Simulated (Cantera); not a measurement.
Input: 1 mol SiHCl3, 1.5 mol HCl, 440 mol H2, at 1.00 bar.

Points: T (K) = 1073, 1223, 1373, 1523, 1673, 1823, 1973, 2123, 2273, 2423, 2573.

Cantera's Mixture.equilibrate('TP', solver="vcs", rtol=1e-11, max_steps=5000) on the NASA tables stopped like this:

```
ERROR: FAILURE its = 5001!

*******************************************************************************
CanteraError thrown by MultiPhase::equilibrate:
VCS solver failed. Return code: -1
*******************************************************************************
```

Task: What got this run through?

Result: Several could match; the one computed here: The failure is numerical, not chemical. The same input converged with solver="gibbs", rtol=1e-10, max_steps=50000, and the result passed a check of the equilibrium conditions:
```
log10 of partial pressures in bar; condensed amounts in mol
       T/K        H2         H       HCL        Si    SiHCL3      SiH2       SiH     SiCL4     SiCL2    Si(cr)     Si(L)
      1073    -0.003    -7.855    -2.273   -14.161    -3.060    -9.172   -12.591    -3.419    -4.255    0.2952         0
      1223    -0.004    -6.524    -2.063   -11.492    -3.700    -7.731   -10.381    -4.248    -3.736    0.7417         0
      1373    -0.004    -5.480    -2.025    -9.411    -4.576    -6.605    -8.659    -5.398    -3.588    0.8499         0
      1523    -0.004    -4.638    -2.022    -7.744    -5.357    -5.702    -7.280    -6.425    -3.526     0.856         0
      1673    -0.004    -3.946    -2.024    -6.379    -6.007    -4.962    -6.153    -7.280    -3.486    0.8444         0
      1823    -0.005    -3.366    -2.019    -5.355    -6.643    -4.459    -5.328    -8.081    -3.557         0    0.8535
      1973    -0.005    -2.872    -2.015    -4.501    -7.196    -4.047    -4.644    -8.774    -3.633         0    0.8262
      2123    -0.006    -2.448    -2.014    -3.770    -7.673    -3.694    -4.059    -9.372    -3.703         0    0.6913
      2273    -0.009    -2.080    -2.016    -3.136    -8.094    -3.391    -3.554    -9.899    -3.770         0    0.2462
      2423    -0.013    -1.758    -2.013    -2.886    -8.749    -3.432    -3.419   -10.641    -4.122         0         0
      2573    -0.020    -1.474    -2.017    -2.817    -9.492    -3.623    -3.452   -11.463    -4.594         0         0
```

The gas is ideal and each condensed phase is pure. The tables' values for SiCl, SiCl3 are old estimates; treat these amounts as uncertain. Gases not in the tables: Si2H6 and higher silanes.
